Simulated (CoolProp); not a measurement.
Vapour-liquid equilibrium of cyclohexane (1) + p-xylene (2) at 187.45 °C; x and y are mole fractions of (1).

Values from CoolProp's multi-fluid Helmholtz-energy mixture model, Zhou 2014 and Zhou 2012; pair parameters Bell 2016.

Give the bubble pressure and the first vapour's composition at x = 0.5, 0.65, 0.8. Is there an azeotrope?

x = 0.5: 7.319 bar, y = 0.736; x = 0.65: 8.410 bar, y = 0.827; x = 0.8: 9.490 bar, y = 0.904. No azeotrope shows between x = 0.05 and 0.95.

Pair parameters are fitted to limited data, so mixtures are less certain than the pure fluids.
